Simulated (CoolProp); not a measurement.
The numbers come from the reference Helmholtz-energy equation of state, Lemmon 2009 in CoolProp.

Task: For propane, give the phase and the Joule-Thomson coefficient (K/MPa), viscosity (µPa s), conductivity (mW/(m K)) at 352 K and 0.101 MPa; 535 K and 0.101 MPa.

Result: 
- 352 K and 0.101 MPa: gas; Joule-Thomson coefficient 10.4, viscosity 9.58, conductivity 24.6
- 535 K and 0.101 MPa: gas; Joule-Thomson coefficient 3.29, viscosity 14.1, conductivity 52.4

Viscosity comes from a separate model (Vogel 1998). Thermal conductivity comes from a separate model (Marsh 2002).
